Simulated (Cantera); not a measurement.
Charge: 1 mol SiH2Cl2, 4.3 mol NH3, 16 mol H2, held at 0.210 bar.

Equilibrium computed with Cantera from the NASA thermochemical tables; the gas is ideal and each condensed phase is pure. Candidate condensed phases: NH4Cl, Si, Si3N4; 28 gas species. Gases not in the tables: Si2H6 and higher silanes. Kinetics and transport are ignored.

Which condensed phases are stable at each of these points (T (°C)): 500, 600, 700, 800, 900, 1000, 1100, 1200, 1300, 1400, 1500, 1600, 1700?


| T (°C) | condensed phases | Si condensed (%) |
|---|---|---|
| 500 | Si3N4(s) | 99.5 |
| 600 | Si3N4(s) | 99.7 |
| 700 | Si3N4(s) | 99.8 |
| 800 | Si3N4(s) | 99.9 |
| 900 | Si3N4(s) | 99.9 |
| 1000 | Si3N4(s) | 99.9 |
| 1100 | Si3N4(s) | 99.7 |
| 1200 | Si3N4(s) | 98.9 |
| 1300 | Si3N4(s) | 96.3 |
| 1400 | Si3N4(s) | 90.1 |
| 1500 | Si3N4(s) | 79.2 |
| 1600 | Si(l) | 72.9 |
| 1700 | Si(l) | 74.2 |

From 500 °C to 1500 °C the condensed part is Si3N4(s). From 1600 °C to 1700 °C the condensed part is Si(l).
